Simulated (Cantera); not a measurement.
## Equilibrium for calcination and drying: MgSO₄ + H₂O + O₂

Input: 1 mol MgSO₄, a varied amount of H₂O, 0.021 mol O₂, equilibrated at 2023 K and 260 Pa.

Equilibrium computed with Cantera from the NASA thermochemical tables; the gas is ideal and each condensed phase is pure. Candidate condensed phases: H₂O, H₂SO₄, Mg, MgO, Mg(OH)₂, MgS, MgSO₄, S; 26 gas species. The numbers say what is thermodynamically allowed, not how fast it happens.

| n(H₂O) (mol) | x SO₂ | x H₂O | x O₂ | x OH | x O | x H₂ | x SO | x H | n MgO(s) |
|---|---|---|---|---|---|---|---|---|---|
| 0.12 | 0.599 | 0.0665 | 0.310 | 0.00911 | 0.00870 | 0.000802 | 0.00385 | 0.00105 | 1.000 |
| 0.21 | 0.568 | 0.112 | 0.293 | 0.0117 | 0.00846 | 0.00139 | 0.00375 | 0.00139 | 1.000 |
| 0.31 | 0.536 | 0.158 | 0.277 | 0.0136 | 0.00822 | 0.00201 | 0.00365 | 0.00167 | 1.000 |
| 0.4 | 0.510 | 0.195 | 0.264 | 0.0150 | 0.00802 | 0.00255 | 0.00356 | 0.00188 | 1.000 |
| 0.49 | 0.487 | 0.228 | 0.252 | 0.0160 | 0.00784 | 0.00306 | 0.00348 | 0.00206 | 1.000 |
| 0.59 | 0.464 | 0.263 | 0.240 | 0.0170 | 0.00765 | 0.00360 | 0.00339 | 0.00224 | 1.000 |
| 0.68 | 0.445 | 0.291 | 0.230 | 0.0177 | 0.00749 | 0.00407 | 0.00332 | 0.00238 | 1.000 |
| 0.77 | 0.427 | 0.316 | 0.221 | 0.0182 | 0.00734 | 0.00453 | 0.00325 | 0.00251 | 1.000 |
| 0.87 | 0.409 | 0.343 | 0.211 | 0.0188 | 0.00718 | 0.00501 | 0.00318 | 0.00264 | 1.000 |
| 0.96 | 0.394 | 0.365 | 0.204 | 0.0192 | 0.00705 | 0.00543 | 0.00312 | 0.00275 | 1.000 |
| 1.1 | 0.373 | 0.396 | 0.193 | 0.0197 | 0.00686 | 0.00606 | 0.00304 | 0.00290 | 1.000 |
x: gas mole fraction; n: condensed amount in mol.

From 0.12 mol H₂O to 1.1 mol H₂O the condensed part is MgO(s). The main Mg-bearing gas is Mg throughout.
